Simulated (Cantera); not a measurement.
**Moist CO burnout**

An isothermal, constant-pressure homogeneous reactor starts with CO : O₂ : H₂O : N₂ = 0.02 : 0.04 : 0.018 : 1 (molar parts), equivalence ratio 0.25, at 1275 K and 930000 Pa.

Detailed kinetics in Cantera: GRI-Mech 3.0 (53 species, 325 reactions).

| t (s) | x CO | x O₂ | x H₂O | x NO₂ | x O | x NO | x H₂ |
|---|---|---|---|---|---|---|---|
| 4.00e-6 | 0.0186 | 0.0371 | 0.0167 | <1e-12 | 3.60e-9 | <1e-12 | 5.25e-12 |
| 1.65e-5 | 0.0186 | 0.0371 | 0.0167 | <1e-12 | 1.44e-8 | <1e-12 | 2.35e-10 |
| 6.84e-5 | 0.0186 | 0.0371 | 0.0167 | <1e-12 | 1.05e-7 | <1e-12 | 9.46e-9 |
| 0.000283 | 0.0183 | 0.0369 | 0.0167 | 1.09e-11 | 1.46e-5 | 1.12e-10 | 8.78e-6 |
| 0.00117 | 0.0137 | 0.0348 | 0.0167 | 1.24e-9 | 1.53e-5 | 5.84e-9 | 5.87e-5 |
| 0.00484 | 0.00522 | 0.0306 | 0.0168 | 1.03e-8 | 5.89e-6 | 2.94e-8 | 2.49e-5 |
| 0.0200 | 0.000608 | 0.0284 | 0.0168 | 3.46e-8 | 5.74e-7 | 4.65e-8 | 2.72e-6 |
| 0.0827 | 1.14e-5 | 0.0281 | 0.0169 | 1.12e-8 | 2.47e-8 | 8.02e-8 | 5.61e-8 |
| 0.342 | 4.45e-9 | 0.0281 | 0.0169 | 1.21e-9 | 7.10e-9 | 9.15e-8 | 1.90e-9 |
| 1.41 | 3.39e-9 | 0.0281 | 0.0169 | 1.23e-9 | 6.18e-9 | 9.17e-8 | 1.83e-9 |
| 5.85 | 3.39e-9 | 0.0281 | 0.0169 | 1.23e-9 | 6.18e-9 | 9.22e-8 | 1.83e-9 |
| 24.2 | 3.39e-9 | 0.0281 | 0.0169 | 1.26e-9 | 6.18e-9 | 9.43e-8 | 1.83e-9 |
| 100 | 3.39e-9 | 0.0281 | 0.0169 | 1.38e-9 | 6.18e-9 | 1.03e-7 | 1.83e-9 |
x: mole fraction; the columns are a selection and need not sum to one.

Equilibrium at this temperature and pressure: CO 3.39e-9, O₂ 0.0280, H₂O 0.0169, NO₂ 1.79e-6, O 6.17e-9, NO 0.000134, H₂ 1.83e-9 (gas phase only).
